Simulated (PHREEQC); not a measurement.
## Spent oxide etchant: an equilibrium model

Consider water at 27 °C with 0.22 mol/kgw NH4HF2, 0.016 mol/kgw H2SiF6 and 0.13 mol/kgw HCl. Closed to the air; pH follows from the charge balance.

All values are PHREEQC results (ion-association model, wateq4f.dat), not measurements.

```json
{
 "pH": "2.31",
 "ionic_strength": "0.242 mol/kgw",
 "activity_of_water": "0.988",
 "total_alkalinity": "-446 meq/kg"
}
```

| species | molality | activity | log γ |
|---|---|---|---|
| NH4+ | 0.220 | 0.163 | -0.132 |
| HF | 0.181 | 0.191 | 0.024 |
| Cl- | 0.130 | 0.0905 | -0.157 |
| H2F2 | 0.0838 | 0.0886 | 0.024 |
| F- | 0.0368 | 0.0254 | -0.161 |
| HF2- | 0.0274 | 0.0189 | -0.161 |
| SiF6-2 | 0.0160 | 0.00444 | -0.557 |

No solid was allowed to form. Species that the database lacks are ignored. wateq4f.dat counts part of the HF as a dimer, H2F2, which phreeqc.dat doesn't know; its constant is uncertain. SiF6-2 is the database's only silicon fluoride.
